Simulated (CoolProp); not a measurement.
Properties of sulfur hexafluoride at several states (Tc = 318.7 K, pc = 3.755 MPa, ω = 0.210).

Values from CoolProp's reference Helmholtz-energy equation of state, Guder 2009.

| T (K) | p (MPa) | phase | isothermal compressibility (1/MPa) | conductivity (mW/(m K)) |
|---|---|---|---|---|
| 449.2 | 5.95 | supercritical | 0.1917 | 29.7 |
| 544 | 0.137 | gas | 7.310 | 30.6 |
| 246.5 | 15.7 | liquid | 0.002637 | 79.6 |
| 418.8 | 0.0101 | gas | 99.04 | 21.9 |
| 553 | 11.4 | supercritical | 0.08646 | 42.0 |

Thermal conductivity comes from a separate model (Assael 2012).
